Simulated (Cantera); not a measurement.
**Titanium nitride, carbide and oxide coatings: Ti(OiPr)4 + O2**

Feed: 1 mol Ti(OiPr)4, 0.27 mol O2, held at 67000 Pa.

Cantera equilibrium calculation (NASA polynomials, part measured and part estimated; ideal gas, pure solids and liquids). Candidate condensed phases: C, C6H6, C7H8, C8H18, H2O, Ti, TiC, TiO, TiO2, Ti2O3, Ti3O5, Ti4O7; 113 gas species. The feed counts by its element totals alone. TiC: taken at fixed stoichiometry. Condensed phases not in the tables: Magnéli phases beyond Ti4O7. Kinetics and transport are ignored.

```csv
T (°C),x H2,x CO,x CH4,x H,n C(graphite),n TiO2(rutile),n Ti4O7(s),n Ti3O5(s),n TiC(s)
952,0.839,0.153,0.00620,3.49e-7,9.39,1.00,0,0,0
1052,0.830,0.166,0.00310,1.82e-6,9.17,0,0.250,0,0
1152,0.828,0.170,0.00173,7.58e-6,9.10,0,0,0.333,0
1252,0.754,0.245,0.000869,2.51e-5,6.45,0,0,0,1.00
1352,0.754,0.245,0.000561,7.49e-5,6.45,0,0,0,1.00
1452,0.754,0.245,0.000381,0.000197,6.45,0,0,0,1.00
1552,0.754,0.245,0.000270,0.000467,6.45,0,0,0,1.00
1652,0.754,0.245,0.000199,0.00101,6.44,0,0,0,1.00
1752,0.752,0.245,0.000151,0.00204,6.43,0,0,0,1.00
1852,0.750,0.244,0.000117,0.00384,6.41,0,0,0,1.00
```
x: gas mole fraction; n: condensed amount in mol.

At 952 °C the condensed part is C(graphite) + TiO2(rutile). At 1052 °C the condensed part is C(graphite) + Ti4O7(s). At 1152 °C the condensed part is C(graphite) + Ti3O5(s). From 1252 °C to 1852 °C the condensed part is C(graphite) + TiC(s).
